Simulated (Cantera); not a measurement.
What does this Cantera script print?

```python
import numpy as np
import cantera as ct

gas_names = """
    H H2 N NH NH2 NH3 N2 N2H2 N2H4 Si SiH SiH2 SiH3 SiH4 SiN Si2 Si2N Si3
""".split()
cond_names = """
    Si(cr) Si(L) Si3N4(a)
""".split()


# ... load() reads the species with a 1 bar reference pressure and builds the phases ...
atoms = {
    'Si3H8': {'Si': 3, 'H': 8},
    'N2': {'N': 2},
}
top_T = {'Si3N4(a)': 2400}  # K; cautious upper limits of use, not melting points


# ... equilibrate(T, P, feed) seeds the gas with the atoms and calls Mixture.equilibrate('TP', solver="vcs", rtol=1e-11, max_steps=5000) ...
results = []
feed = {'Si3H8': 1, 'N2': 190}  # mol
T = 1573.15  # K
P = 4200  # Pa
mix = equilibrate(T, P, feed)
results.append((T, P, feed, dict(zip(mix.species_names, mix.species_moles))))
print(gas.report(threshold=1e-06))
for i in range(1, mix.n_phases):
    print(f"{mix.phase(i).name:16s} {mix.phase_moles(i):12.5e} mol")
```

Result:

```
       temperature   1573.2 K
          pressure   4200 Pa
           density   0.0088213 kg/m^3
  mean mol. weight   27.472 kg/kmol
   phase of matter   gas

                          1 kg             1 kmol
                     ---------------   ---------------
          enthalpy        1.4881e+06         4.088e+07  J
   internal energy         1.012e+06          2.78e+07  J
           entropy            9806.4         2.694e+05  J/K
    Gibbs function       -1.3939e+07       -3.8293e+08  J
 heat capacity c_p              1272             34944  J/K
 heat capacity c_v            969.34             26630  J/K

                      mass frac. Y      mole frac. X     chem. pot. / RT
                     ---------------   ---------------   ---------------
                 H        1.0521e-06        2.8673e-05           -12.892
                H2         0.0015278          0.020819           -25.785
                N2           0.99847           0.97915           -29.351
     [  +15 minor]        5.7216e-08        5.4257e-08

Si(cr)            0.00000e+00 mol
Si3N4(a)          9.99997e-01 mol
```

Equilibrium computed with Cantera from the NASA thermochemical tables; the gas is ideal and each condensed phase is pure. The feed counts by its element totals alone.
